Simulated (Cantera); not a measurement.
An adiabatic, constant-volume homogeneous reactor starts with CO : H2 : CH4 : O2 : N2 = 1 : 0.29 : 0.25 : 2.04 : 14.5 (molar parts), at 1275 K and 760 Torr. Integrator tolerance rtol = 1e-08.

Computed with Cantera and GRI-Mech 3.0 (53 species, 325 reactions).

**Question.** What does this change do: O2 2.04 to 1.4 parts?

**Answer.** 
| quantity | before | after |
|---|---|---|
| time of steepest temperature rise | 0.306 ms | 0.506 ms |
| temperature at 5.00 s | 2271 K | 2296 K |
| equilibrium temperature | 2271 K | 2296 K |
| x(CO) at 5.00 s | 0.00233 (gas-phase equilibrium 0.00233) | 0.00488 (gas-phase equilibrium 0.00488) |
| x(H2) at 5.00 s | 0.000266 (gas-phase equilibrium 0.000266) | 0.000569 (gas-phase equilibrium 0.000569) |
| x(CH4) at 5.00 s | <1e-12 (gas-phase equilibrium <1e-12) | <1e-12 (gas-phase equilibrium <1e-12) |
| x(NO) at 5.00 s | 0.00724 (gas-phase equilibrium 0.00724) | 0.00435 (gas-phase equilibrium 0.00435) |
| x(H2O) at 5.00 s | 0.0436 (gas-phase equilibrium 0.0436) | 0.0451 (gas-phase equilibrium 0.0451) |
| x(CH2O) at 5.00 s | <1e-12 (gas-phase equilibrium <1e-12) | 1.96e-12 (gas-phase equilibrium 1.96e-12) |
| x(HCO) at 5.00 s | 8.63e-11 (gas-phase equilibrium 8.63e-11) | 2.91e-10 (gas-phase equilibrium 2.91e-10) |

**Question.** What does this change do: pressure from 760 Torr to 1950 Torr?

**Answer.** 
```
quantity                                                              before                                      after
---------------------------------  -----------------------------------------  -----------------------------------------
time of steepest temperature rise                                   0.306 ms                                   0.174 ms
temperature at 5.00 s                                                 2271 K                                     2282 K
equilibrium temperature                                               2271 K                                     2282 K
x(CO) at 5.00 s                      0.00233 (gas-phase equilibrium 0.00233)    0.00158 (gas-phase equilibrium 0.00158)
x(H2) at 5.00 s                    0.000266 (gas-phase equilibrium 0.000266)  0.000179 (gas-phase equilibrium 0.000179)
x(CH4) at 5.00 s                       <1e-12 (gas-phase equilibrium <1e-12)      <1e-12 (gas-phase equilibrium <1e-12)
x(NO) at 5.00 s                      0.00724 (gas-phase equilibrium 0.00724)    0.00741 (gas-phase equilibrium 0.00741)
x(H2O) at 5.00 s                       0.0436 (gas-phase equilibrium 0.0436)      0.0439 (gas-phase equilibrium 0.0439)
x(CH2O) at 5.00 s                      <1e-12 (gas-phase equilibrium <1e-12)      <1e-12 (gas-phase equilibrium <1e-12)
x(HCO) at 5.00 s                   8.63e-11 (gas-phase equilibrium 8.63e-11)  8.05e-11 (gas-phase equilibrium 8.05e-11)
```
